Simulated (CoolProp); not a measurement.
Vapour-liquid equilibrium of carbon dioxide (1) + C2F6 (R116) (2) at 0.828 MPa; x and y are mole fractions of (1).

The numbers come from the multi-fluid Helmholtz-energy mixture model, Span 1996 and Lemmon 2006; pair parameters Bell 2016 in CoolProp.

Give the bubble temperature and the first vapour's composition at x = 0.05, 0.5, 0.8. Is there an azeotrope?

x = 0.05: 242.0 K, y = 0.134; x = 0.5: 225.5 K, y = 0.671; x = 0.8: 224.5 K, y = 0.769. y crosses x between x = 0.65 and 0.8: the model has an azeotrope there.

Pair parameters are fitted to limited data, so mixtures are less certain than the pure fluids.
